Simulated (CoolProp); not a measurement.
R1132(E) along the isotherm -28.15 °C: Z from the reference equation and from simpler models built on Tc = 75.7 °C, pc = 51.74 bar, ω = 0.245; each cubic takes its own stable root.

Model: reference Helmholtz-energy equation of state, Akasaka 2024, in CoolProp.

```tsv
p (bar)	phase	reference	Redlich-Kwong	Soave-Redlich-Kwong	Peng-Robinson
5.91	liquid	0.01715	0.01969	0.01895	0.01673
11.8	liquid	0.03420	0.03921	0.03775	0.03335
17.7	liquid	0.05124	0.05865	0.05651	0.04994
23.6	liquid	0.06823	0.07798	0.07520	0.06648
29.5	liquid	0.08517	0.09723	0.09382	0.08296
```
